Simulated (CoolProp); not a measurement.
R236FA at several states: density (kg/m³) from the reference equation and from simpler models built on Tc = 124.9 °C, pc = 3.191 MPa, ω = 0.377; each cubic takes its own stable root.

The numbers come from the reference Helmholtz-energy equation of state, Pan 2012 in CoolProp.

```json
[
 {"T (°C)": "-13.25", "p (MPa)": "12.4", "phase": "liquid", "reference": "1516"},
 {"T (°C)": "21.35", "p (MPa)": "3.41", "phase": "liquid", "reference": "1387"},
 {"T (°C)": "66.45", "p (MPa)": "1.02", "phase": "liquid", "reference": "1202"},
 {"T (°C)": "115.05", "p (MPa)": "13.3", "phase": "liquid", "reference": "1139"},
 {"T (°C)": "-33.65", "p (MPa)": "0.796", "phase": "liquid", "reference": "1544"}
]
```

Q: How far does each simpler model (Redlich-Kwong, Soave-Redlich-Kwong, Peng-Robinson) lie from the reference over these 5 states: mean and median of the absolute difference, and the worst?

A: 
- Redlich-Kwong: mean 28.7 %, median 13.7 %, worst -94.3 % at 66.45 °C and 1.02 MPa
- Soave-Redlich-Kwong: mean 9.8 %, median 9.2 %, worst -12.6 % at 66.45 °C and 1.02 MPa
- Peng-Robinson: mean 1.9 %, median 1.9 %, worst +2.8 % at -13.25 °C and 12.4 MPa

At some of these states Redlich-Kwong gives the other phase, because its saturation line lies elsewhere.
